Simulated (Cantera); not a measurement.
Feed: 1 mol Si, a varied amount of F₂, 73 mol N₂, at 1423 K and 0.100 bar.

These are equilibrium values from Cantera (NASA tables, ideal gas, pure condensed phases), not measurements of a reactor. Candidate condensed phases: Si, Si₃N₄; 16 gas species. N₂ is the only nitrogen source here; it is nearly inert below about 1500 K, so the nitride shown seldom forms there in practice. Equilibrium is a limit: real reactors are often held back by kinetics, nucleation or transport.

**Question.** Which condensed phases are stable at each of these points (n(F₂) (mol)): 0.84, 1.3, 1.7, 2.2, 2.6, 3, 3.5, 3.9, 4.4, 4.8, 5.2?

**Answer.** 
| n(F₂) (mol) | condensed phases | Si condensed (%) |
|---|---|---|
| 0.84 | Si₃N₄(s) | 57.2 |
| 1.3 | Si₃N₄(s) | 33.9 |
| 1.7 | Si₃N₄(s) | 13.7 |
| 2.2 | gas only | 0.0 |
| 2.6 | gas only | 0.0 |
| 3 | gas only | 0.0 |
| 3.5 | gas only | 0.0 |
| 3.9 | gas only | 0.0 |
| 4.4 | gas only | 0.0 |
| 4.8 | gas only | 0.0 |
| 5.2 | gas only | 0.0 |

From 0.84 mol F₂ to 1.7 mol F₂ the condensed part is Si₃N₄(s). From 2.2 mol F₂ to 5.2 mol F₂ nothing is condensed.
